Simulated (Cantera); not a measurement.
What does this Cantera script print?

```python
import numpy as np
import cantera as ct

gas_names = [...]  # 136 gases of nasa_gas.yaml made of C, H, N, O
cond_names = """
    C(gr) C6H6(L) C7H8(L) C8H18(L),n-octa H2O(s) H2O(L)
""".split()


# ... load() reads the species with a 1 bar reference pressure and builds the phases ...
atoms = {
    'CO2': {'C': 1, 'O': 2},
    'H2': {'H': 2},
    'N2': {'N': 2},
    'O2': {'O': 2},
}
top_T = {'C(gr)': 4500}  # K; cautious upper limits of use, not melting points


# ... equilibrate(T, P, feed) seeds the gas with the atoms and calls Mixture.equilibrate('TP', solver="vcs", rtol=1e-11, max_steps=5000) ...
results = []
feed = {'CO2': 1, 'H2': 0.22, 'N2': 1.6, 'O2': 0.11}  # mol
T = 2748.15  # K
P = 770000  # Pa
mix = equilibrate(T, P, feed)
results.append((T, P, feed, dict(zip(mix.species_names, mix.species_moles))))
print(gas.report(threshold=0.0001))
for i in range(1, mix.n_phases):
    print(f"{mix.phase(i).name:16s} {mix.phase_moles(i):12.5e} mol")
```

It prints:

```
       temperature   2748.2 K
          pressure   7.7e+05 Pa
           density   1.0635 kg/m^3
  mean mol. weight   31.559 kg/kmol
   phase of matter   gas

                          1 kg             1 kmol
                     ---------------   ---------------
          enthalpy       -8.8528e+05       -2.7938e+07  J
   internal energy       -1.6093e+06       -5.0788e+07  J
           entropy            8770.3        2.7678e+05  J/K
    Gibbs function       -2.4987e+07       -7.8857e+08  J
 heat capacity c_p            1425.1             44975  J/K
 heat capacity c_v            1161.7             36661  J/K

                      mass frac. Y      mole frac. X     chem. pot. / RT
                     ---------------   ---------------   ---------------
                CO          0.062519           0.07044            -34.28
               CO2           0.37603           0.26965           -50.017
                 H        3.9631e-05         0.0012408           -12.231
                H2        0.00016402         0.0025676           -24.463
               H2O          0.038401           0.06727           -40.199
                NO         0.0098317           0.01034           -29.054
                N2           0.47843           0.53897           -26.635
                 O         0.0013514         0.0026658           -15.737
                OH         0.0046961         0.0087142           -27.968
                O2          0.028509          0.028118           -31.473
     [ +126 minor]        2.3125e-05        1.8949e-05

C(gr)             0.00000e+00 mol
```

Equilibrium computed with Cantera from the NASA thermochemical tables; the gas is ideal and each condensed phase is pure.
